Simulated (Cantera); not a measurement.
Equilibrium for sublimation and decomposition of ceramics: Si3N4 + Si + N2

A closed system holds: 1 mol Si3N4, 0.046 mol Si, 0.65 mol N2, at 7.40 mbar.

Method: chemical equilibrium by Gibbs-energy minimisation in Cantera with the NASA 1993 tables (ideal gas, pure condensed phases). Candidate condensed phases: Si, Si3N4; 7 gas species. The tables' values for SiN are old estimates; treat these amounts as uncertain. The numbers say what is thermodynamically allowed, not how fast it happens.

```csv
T (°C),x N2,x Si,x Si2,x SiN,x Si2N,x Si3,x N,n Si3N4(s),n Si(l)
1300,1.000,6.38e-7,1.15e-10,5.24e-8,7.34e-9,2.06e-12,4.19e-12,1.02,0
1450,1.000,6.21e-5,1.38e-7,3.00e-6,2.47e-6,1.60e-8,1.02e-10,1.02,0
1600,0.999,0.00119,8.89e-6,3.69e-5,5.48e-5,2.03e-6,1.48e-9,0,3.04
1750,0.992,0.00769,8.42e-5,0.000162,0.000209,1.78e-5,1.45e-8,0,3.02
1900,0.960,0.0382,0.000580,0.000574,0.000648,0.000115,1.02e-7,0,2.93
2050,0.839,0.154,0.00310,0.00163,0.00164,0.000574,5.34e-7,0,2.52
2200,0.473,0.507,0.0126,0.00314,0.00275,0.00213,1.81e-6,0,0
2350,0.468,0.523,0.00563,0.00260,0.000722,0.000316,6.88e-6,0,0
2500,0.466,0.529,0.00265,0.00216,0.000212,5.46e-5,2.27e-5,0,0
2650,0.465,0.531,0.00133,0.00183,6.99e-5,1.11e-5,6.63e-5,0,0
2800,0.465,0.532,0.000714,0.00157,2.56e-5,2.63e-6,0.000175,0,0
```
x: gas mole fraction; n: condensed amount in mol.

From 1300 °C to 1450 °C the condensed part is Si3N4(s). From 1600 °C to 2050 °C the condensed part is Si(l). From 2200 °C to 2800 °C nothing is condensed. The main Si-bearing gas is Si throughout.
